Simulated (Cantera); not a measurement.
# Si + CO₂ + N₂ (thermal oxidation and active oxidation of silicon)

Input: 1 mol Si, 0.024 mol CO₂, 150 mol N₂, equilibrated at 1 atm.

Method: chemical equilibrium by Gibbs-energy minimisation in Cantera with the NASA 1993 tables (ideal gas, pure condensed phases). Candidate condensed phases: C, Si, SiC, SiO₂, Si₂N₂O, Si₃N₄; 34 gas species. N₂ is the only nitrogen source here; it is nearly inert below about 1500 K, so the nitride shown seldom forms there in practice. Mutual solubility and eutectic melting of coexisting phases are not modelled. Rates play no part.

From 1052 °C to 1202 °C the condensed part is C(graphite) + Si₂N₂O(s) + Si₃N₄(s). From 1277 °C to 1502 °C the condensed part is Si₂N₂O(s) + Si₃N₄(s). At 1577 °C the condensed part is Si₃N₄(s).

```csv
T (°C),x N₂,x CO,x SiO,x Si,x SiN,x Si₂N,x C₂N₂,x CN,n C(graphite),n Si₂N₂O(s),n Si₃N₄(s)
1052,1.000,2.75e-6,6.68e-11,<1e-12,<1e-12,<1e-12,1.26e-10,<1e-12,0.0236,0.0476,0.302
1127,1.000,1.35e-5,1.12e-9,<1e-12,<1e-12,<1e-12,5.78e-10,7.39e-12,0.0220,0.0460,0.303
1202,1.000,5.65e-5,1.40e-8,5.28e-12,7.61e-12,<1e-12,2.27e-9,4.99e-11,0.0156,0.0396,0.307
1277,1.000,0.000161,1.37e-7,8.03e-11,8.45e-11,<1e-12,4.77e-9,2.19e-10,0,0.0240,0.317
1352,1.000,0.000161,1.08e-6,9.46e-10,7.48e-10,7.57e-12,1.42e-9,3.26e-10,0,0.0238,0.317
1427,1.000,0.000161,7.02e-6,8.93e-9,5.44e-9,1.31e-10,4.69e-10,4.68e-10,0,0.0230,0.318
1502,1.000,0.000161,3.89e-5,6.95e-8,3.34e-8,1.77e-9,1.72e-10,6.51e-10,0,0.0182,0.319
1577,1.000,0.000161,0.000161,4.57e-7,1.76e-7,1.93e-8,9.21e-11,1.03e-9,0,0,0.325
```
x: gas mole fraction; n: condensed amount in mol.
